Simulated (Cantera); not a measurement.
Charge: 1 mol CuF₂, 46 mol H₂, 7.3 mol N₂, at 1323 K and 0.00645 Torr.

Method: chemical equilibrium by Gibbs-energy minimisation in Cantera with the NASA 1993 tables (ideal gas, pure condensed phases). Candidate condensed phases: Cu, CuF₂; 25 gas species. Rates play no part.

Base state: H₂ 0.813, N₂ 0.132, HF 0.0362, Cu 0.0181, H 0.000488 (mole fractions); condensed: gas only.

### Question
What changes in the equilibrium state with this change: CuF₂ replaced by PbI₂?

### Answer
```csv
species,before,after
H₂,0.813,0.817
N₂,0.132,0.130
I,0,0.0348
HF,0.0362,0
Cu,0.0181,0
Pb,0,0.0177
HI,0,0.000757
PbI,0,1.85e-5
H,0.000488,0.000489
```
Further candidate phases: I₂, Pb, PbI₂.
